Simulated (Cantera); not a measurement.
Equilibrium for chlorosilane synthesis and conversion: SiCl₄ + HCl + H₂

Feed: 1 mol SiCl₄, 0.61 mol HCl, a varied amount of H₂, equilibrated at 575 K and 14.0 bar.

Cantera equilibrium calculation (NASA polynomials, part measured and part estimated; ideal gas, pure solids and liquids). Candidate condensed phases: Si; 19 gas species. Equilibrium is a limit: real reactors are often held back by kinetics, nucleation or transport.

```tsv
n(H₂) (mol)	x H₂	x SiCl₄	x HCl	x SiHCl₃
0.81	0.335	0.413	0.252	8.15e-6
2.3	0.588	0.256	0.156	1.43e-5
3.7	0.697	0.188	0.115	1.70e-5
5.1	0.760	0.149	0.0909	1.85e-5
6.6	0.804	0.122	0.0743	1.96e-5
8	0.832	0.104	0.0635	2.03e-5
9.5	0.855	0.0900	0.0549	2.08e-5
11	0.872	0.0793	0.0484	2.12e-5
12	0.882	0.0735	0.0448	2.15e-5
```
x: gas mole fraction; nothing condenses.

From 0.81 mol H₂ to 12 mol H₂ nothing is condensed. The main Si-bearing gas is SiCl₄ throughout.
